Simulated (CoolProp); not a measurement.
Hydrogen sulfide along the isotherm 116.45 °C: density (kg/m³) from the reference equation and from simpler models built on Tc = 100.0 °C, pc = 89.99 bar, ω = 0.101; each cubic takes its own stable root.

Model: reference Helmholtz-energy equation of state, Lemmon 2006, in CoolProp. It is a short technical equation, of lower accuracy than the large ones.

```json
[
 {"p (bar)": "4.09", "phase": "gas", "reference": "4.361"},
 {"p (bar)": "8.18", "phase": "gas", "reference": "8.843"},
 {"p (bar)": "12.3", "phase": "gas", "reference": "13.49"},
 {"p (bar)": "16.4", "phase": "gas", "reference": "18.26"},
 {"p (bar)": "20.5", "phase": "gas", "reference": "23.18"},
 {"p (bar)": "24.5", "phase": "gas", "reference": "28.14"},
 {"p (bar)": "28.6", "phase": "gas", "reference": "33.40"},
 {"p (bar)": "32.7", "phase": "gas", "reference": "38.86"},
 {"p (bar)": "36.8", "phase": "gas", "reference": "44.54"},
 {"p (bar)": "40.9", "phase": "gas", "reference": "50.46"},
 {"p (bar)": "45", "phase": "gas", "reference": "56.64"}
]
```

Problem. How far does each simpler model (ideal gas, van der Waals, Redlich-Kwong, Soave-Redlich-Kwong, Peng-Robinson) lie from the reference over these 11 states: mean and median of the absolute difference, and the worst?

Solution. 
- ideal gas: mean 8.6 %, median 8.4 %, worst -16.4 % at 116.45 °C and 45 bar
- van der Waals: mean 0.7 %, median 0.7 %, worst -1.4 % at 116.45 °C and 45 bar
- Redlich-Kwong: mean 0.2 %, median 0.2 %, worst +0.3 % at 116.45 °C and 45 bar
- Soave-Redlich-Kwong: mean 0.1 %, median 0.1 %, worst +0.2 % at 116.45 °C and 32.7 bar
- Peng-Robinson: mean 1.2 %, median 1.2 %, worst +2.2 % at 116.45 °C and 45 bar
